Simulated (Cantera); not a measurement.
An isothermal, constant-pressure homogeneous reactor starts with C2H6 : N2 = 1 : 4.3 (molar parts), at 1273 K and 1.01 bar. Integrator tolerance rtol = 1e-08.

Detailed kinetics in Cantera: GRI-Mech 3.0 (53 species, 325 reactions). GRI-Mech 3.0 stops at C3 and has no aromatics, soot or wall deposition, so with more carbon than oxygen in the feed, carbon stays in small species such as C2H2 where larger ones or solid carbon would form.

What does this change do: pressure from 1.01 bar to 0.00620 bar?


```csv
quantity,before,after
x(C2H6) at 20.0 s,0.000284 (gas-phase equilibrium 0.000152),2.15e-6 (gas-phase equilibrium 6.92e-8)
x(C2H4) at 20.0 s,0.0358 (gas-phase equilibrium 0.0201),0.0307 (gas-phase equilibrium 0.000623)
x(H2) at 20.0 s,0.124 (gas-phase equilibrium 0.112),0.185 (gas-phase equilibrium 0.269)
x(HCN) at 20.0 s,1.42e-10 (gas-phase equilibrium 0.0651),4.84e-9 (gas-phase equilibrium 0.0874)
x(C2H2) at 20.0 s,0.0694 (gas-phase equilibrium 0.0433),0.0909 (gas-phase equilibrium 0.0913)
x(H) at 20.0 s,4.04e-7 (gas-phase equilibrium 2.39e-7),1.28e-6 (gas-phase equilibrium 4.73e-6)
x(CH2) at 20.0 s,1.21e-11 (gas-phase equilibrium 6.20e-12),2.86e-11 (gas-phase equilibrium 1.39e-11)
```
Radical loss at walls, strong at low pressure, is not modelled.

What does this change do: temperature 1273 to 1475 K?


```json
[
 {"quantity": "x(C2H6) at 20.0 s", "before": "0.000284 (gas-phase equilibrium 0.000152)", "after": "2.15e-5 (gas-phase equilibrium 1.46e-5)"},
 {"quantity": "x(C2H4) at 20.0 s", "before": "0.0358 (gas-phase equilibrium 0.0201)", "after": "0.00926 (gas-phase equilibrium 0.00602)"},
 {"quantity": "x(H2) at 20.0 s", "before": "0.124 (gas-phase equilibrium 0.112)", "after": "0.219 (gas-phase equilibrium 0.229)"},
 {"quantity": "x(HCN) at 20.0 s", "before": "1.42e-10 (gas-phase equilibrium 0.0651)", "after": "2.98e-8 (gas-phase equilibrium 0.0969)"},
 {"quantity": "x(C2H2) at 20.0 s", "before": "0.0694 (gas-phase equilibrium 0.0433)", "after": "0.115 (gas-phase equilibrium 0.0713)"},
 {"quantity": "x(H) at 20.0 s", "before": "4.04e-7 (gas-phase equilibrium 2.39e-7)", "after": "6.07e-6 (gas-phase equilibrium 6.21e-6)"},
 {"quantity": "x(CH2) at 20.0 s", "before": "1.21e-11 (gas-phase equilibrium 6.20e-12)", "after": "4.88e-10 (gas-phase equilibrium 3.93e-10)"}
]
```
